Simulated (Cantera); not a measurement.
**Silicon etching in halogen gases: Si + Cl₂**

Charge: 1 mol Si, 5.6 mol Cl₂, equilibrated at 1400 K.

Method: chemical equilibrium by Gibbs-energy minimisation in Cantera with the NASA 1993 tables (ideal gas, pure condensed phases). Candidate condensed phases: Si; 9 gas species. The tables' values for SiCl₃ are old estimates; treat these amounts as uncertain. Rates play no part.

| P (Pa) | x Cl | x Cl₂ | x SiCl₄ | x SiCl₃ | x SiCl₂ |
|---|---|---|---|---|---|
| 1 | 0.868 | 0.00932 | 0.120 | 0.00262 | 0.000243 |
| 4.20 | 0.837 | 0.0364 | 0.126 | 0.000678 | 1.55e-5 |
| 18 | 0.741 | 0.122 | 0.137 | 0.000194 | 1.17e-6 |
| 75 | 0.556 | 0.287 | 0.157 | 7.14e-5 | 1.38e-7 |
| 320 | 0.346 | 0.474 | 0.180 | 3.08e-5 | 2.24e-8 |
| 1300 | 0.195 | 0.609 | 0.196 | 1.47e-5 | 4.68e-9 |
| 5600 | 0.100 | 0.693 | 0.207 | 6.99e-6 | 1.01e-9 |
| 24000 | 0.0499 | 0.738 | 0.212 | 3.36e-6 | 2.26e-10 |
| 100000 | 0.0248 | 0.761 | 0.215 | 1.64e-6 | 5.34e-11 |
x: gas mole fraction; nothing condenses.

From 0.00750 Torr to 750 Torr nothing is condensed. The main Si-bearing gas is SiCl₄ throughout.
